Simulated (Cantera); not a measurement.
**Premixed flame**

A freely propagating, adiabatic, planar premixed flame of H₂ : O₂ : N₂ = 0.78 : 0.2 : 0.752 (molar parts), unburnt at 400 K and 7.11 atm; mixture-averaged transport, grid criteria slope 0.08 and curve 0.16, no radiation.

Computed with Cantera and the H2/O2 subset of GRI-Mech 3.0, which has no nitrogen chemistry. The hydrogen kinetics of GRI-Mech 3.0 are dated; newer H2 mechanisms differ, most at raised pressure. Burning velocities carry a grid error of a few per cent, more on coarse grids.

```json
[
 {"z (mm)": "-0.0946", "T (K)": "400", "u (m/s)": "4.25", "x H₂": "0.450", "x O₂": "0.115", "x H": "<1e-8", "x H₂O₂": "<1e-8", "x OH": "<1e-8", "x HO₂": "<1e-8"},
 {"z (mm)": "-0.0631", "T (K)": "400", "u (m/s)": "4.25", "x H₂": "0.450", "x O₂": "0.115", "x H": "<1e-8", "x H₂O₂": "<1e-8", "x OH": "<1e-8", "x HO₂": "1.24e-8"},
 {"z (mm)": "-0.0473", "T (K)": "400", "u (m/s)": "4.25", "x H₂": "0.450", "x O₂": "0.116", "x H": "<1e-8", "x H₂O₂": "<1e-8", "x OH": "<1e-8", "x HO₂": "9.83e-8"},
 {"z (mm)": "-0.0315", "T (K)": "404", "u (m/s)": "4.28", "x H₂": "0.448", "x O₂": "0.116", "x H": "<1e-8", "x H₂O₂": "2.70e-7", "x OH": "<1e-8", "x HO₂": "2.91e-6"},
 {"z (mm)": "-0.0158", "T (K)": "499", "u (m/s)": "5.14", "x H₂": "0.429", "x O₂": "0.118", "x H": "1.57e-5", "x H₂O₂": "4.29e-5", "x OH": "3.33e-5", "x HO₂": "0.000538"},
 {"z (mm)": "-0.00788", "T (K)": "837", "u (m/s)": "8.32", "x H₂": "0.389", "x O₂": "0.108", "x H": "0.00208", "x H₂O₂": "0.000129", "x OH": "0.000842", "x HO₂": "0.00112"},
 {"z (mm)": "0", "T (K)": "1257", "u (m/s)": "12.2", "x H₂": "0.332", "x O₂": "0.0806", "x H": "0.0126", "x H₂O₂": "5.42e-5", "x OH": "0.00146", "x HO₂": "0.000502"},
 {"z (mm)": "0.00788", "T (K)": "1556", "u (m/s)": "15.0", "x H₂": "0.278", "x O₂": "0.0449", "x H": "0.0267", "x H₂O₂": "6.98e-6", "x OH": "0.00248", "x HO₂": "0.000238"},
 {"z (mm)": "0.0158", "T (K)": "1725", "u (m/s)": "16.6", "x H₂": "0.245", "x O₂": "0.0203", "x H": "0.0353", "x H₂O₂": "2.58e-6", "x OH": "0.00313", "x HO₂": "0.000102"},
 {"z (mm)": "0.0315", "T (K)": "1872", "u (m/s)": "17.9", "x H₂": "0.226", "x O₂": "0.00362", "x H": "0.0363", "x H₂O₂": "1.04e-6", "x OH": "0.00334", "x HO₂": "1.72e-5"},
 {"z (mm)": "0.0631", "T (K)": "1975", "u (m/s)": "18.8", "x H₂": "0.228", "x O₂": "0.000312", "x H": "0.0277", "x H₂O₂": "4.15e-7", "x OH": "0.00295", "x HO₂": "1.61e-6"},
 {"z (mm)": "0.126", "T (K)": "2054", "u (m/s)": "19.4", "x H₂": "0.233", "x O₂": "6.58e-5", "x H": "0.0180", "x H₂O₂": "1.93e-7", "x OH": "0.00218", "x HO₂": "4.47e-7"},
 {"z (mm)": "0.252", "T (K)": "2109", "u (m/s)": "19.9", "x H₂": "0.238", "x O₂": "2.35e-5", "x H": "0.0106", "x H₂O₂": "8.39e-8", "x OH": "0.00140", "x HO₂": "1.67e-7"}
]
```
x: mole fraction of selected species; z is measured from the peak of heat release.

```
Item                         Result
------------------------  ---------
laminar burning velocity   425 cm/s
thermal thickness         0.0315 mm
peak x(H)                    0.0374
peak x(H₂O₂)               0.000129
peak x(OH)                  0.00335
peak x(HO₂)                 0.00130
```
